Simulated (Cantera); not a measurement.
An isothermal, constant-pressure homogeneous reactor starts with 76.9 % N₂O, 23.1 % O₂, at 1550 K and 1.01 bar.

Cantera simulation using GRI-Mech 3.0 (53 species, 325 reactions); the numbers are that mechanism's predictions, not measurements. GRI-Mech 3.0 was tuned for natural gas; its chemistry of N2O as a main component is partial and can be far from experiment. The temperature is held fixed by assumption; the heat of reaction is taken as removed at once.

**Question.** Predict: x(N₂O) at 100 s; x(O₂) at 100 s; x(NO₂) at 100 s; x(N₂) at 100 s; x(NO) at 100 s.

**Answer.** 
- x(N₂O) at 100 s = 2.38e-6 (gas-phase equilibrium 9.70e-8)
- x(O₂) at 100 s = 0.403 (gas-phase equilibrium 0.443)
- x(NO₂) at 100 s = 0.000529 (gas-phase equilibrium 1.28e-5)
- x(N₂) at 100 s = 0.514 (gas-phase equilibrium 0.555)
- x(NO) at 100 s = 0.0823 (gas-phase equilibrium 0.00190)
